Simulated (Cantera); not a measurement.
# Equilibrium for carbon deposition, reforming and gasification: CH₃OH + O₂ + N₂

Input: 1 mol CH₃OH, 0.043 mol O₂, 0.62 mol N₂, equilibrated at 10.0 mbar.

Method: chemical equilibrium by Gibbs-energy minimisation in Cantera with the NASA 1993 tables (ideal gas, pure condensed phases). Candidate condensed phases: C, C₆H₆, C₇H₈, C₈H₁₈, H₂O; 136 gas species. Equilibrium is a limit: real reactors are often held back by kinetics, nucleation or transport.

| T (K) | x H₂ | x CO | x H | x N₂ | x H₂O | x CO₂ | x OH | x O |
|---|---|---|---|---|---|---|---|---|
| 1323 | 0.534 | 0.271 | 1.16e-5 | 0.171 | 0.0187 | 0.00511 | 5.86e-9 | <1e-12 |
| 1423 | 0.533 | 0.272 | 4.85e-5 | 0.171 | 0.0194 | 0.00436 | 3.83e-8 | 3.13e-12 |
| 1523 | 0.532 | 0.272 | 0.000169 | 0.171 | 0.0200 | 0.00380 | 1.95e-7 | 5.29e-11 |
| 1623 | 0.532 | 0.273 | 0.000504 | 0.171 | 0.0204 | 0.00337 | 8.09e-7 | 6.31e-10 |
| 1723 | 0.531 | 0.273 | 0.00133 | 0.171 | 0.0207 | 0.00303 | 2.84e-6 | 5.65e-9 |
| 1823 | 0.529 | 0.273 | 0.00315 | 0.171 | 0.0209 | 0.00276 | 8.68e-6 | 3.98e-8 |
| 1923 | 0.526 | 0.273 | 0.00683 | 0.171 | 0.0211 | 0.00255 | 2.36e-5 | 2.29e-7 |
| 2023 | 0.521 | 0.272 | 0.0137 | 0.170 | 0.0212 | 0.00237 | 5.80e-5 | 1.11e-6 |
| 2123 | 0.511 | 0.270 | 0.0257 | 0.169 | 0.0211 | 0.00222 | 0.000131 | 4.65e-6 |
| 2223 | 0.496 | 0.268 | 0.0451 | 0.167 | 0.0208 | 0.00210 | 0.000273 | 1.72e-5 |
| 2323 | 0.474 | 0.264 | 0.0749 | 0.165 | 0.0203 | 0.00199 | 0.000533 | 5.73e-5 |
| 2423 | 0.441 | 0.258 | 0.118 | 0.161 | 0.0193 | 0.00189 | 0.000973 | 0.000173 |
| 2523 | 0.397 | 0.250 | 0.175 | 0.156 | 0.0177 | 0.00177 | 0.00166 | 0.000478 |
| 2623 | 0.343 | 0.240 | 0.247 | 0.150 | 0.0152 | 0.00163 | 0.00259 | 0.00120 |
x: gas mole fraction; nothing condenses.

From 1323 K to 2623 K nothing is condensed. The main C-bearing gas is CO throughout.
